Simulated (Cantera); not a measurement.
Charge: 1 mol CH₂F₂, a varied amount of CH₄, held at 2750 °C and 23.0 mbar.

Cantera equilibrium calculation (NASA polynomials, part measured and part estimated; ideal gas, pure solids and liquids). Candidate condensed phases: C, C₆H₆, C₇H₈, C₈H₁₈; 95 gas species. Equilibrium is a limit: real reactors are often held back by kinetics, nucleation or transport.

**Question.** At 0.22 mol CH₄, list the 6 most abundant gas species with their mole fractions, and the condensed phases.

**Answer.** HF 0.668, H 0.234, H₂ 0.0440, F 0.0229, C₃ 0.0173, C₂H₂ (acetylene) 0.00292. Condensed: C(graphite).
